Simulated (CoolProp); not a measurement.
Vapour-liquid equilibrium of methanol (1) + n-undecane (2) at 137.35 °C; x and y are mole fractions of (1).

Computed with CoolProp (multi-fluid Helmholtz-energy mixture model, de Reuck 1993 and Aleksandrov 2011; pair parameters Bell 2016).

**Question.** Give the bubble pressure and the first vapour's composition at x = 0.35, 0.425, 0.95. Is there an azeotrope?

**Answer.** x = 0.35: 5.501 bar, y = 0.978; x = 0.425: 6.912 bar, y = 0.983; x = 0.95: 9.683 bar, y = 0.995. No azeotrope shows between x = 0.05 and 0.95.

The pair parameters rest on a limited set of measurements; away from them the model extrapolates. The gap from Raoult's law changes sign with composition, which may be real or a fault of the pair parameters; it wasn't checked against measurements. With so large a gap from Raoult's law the liquid may split in two, which this calculation doesn't test in full.
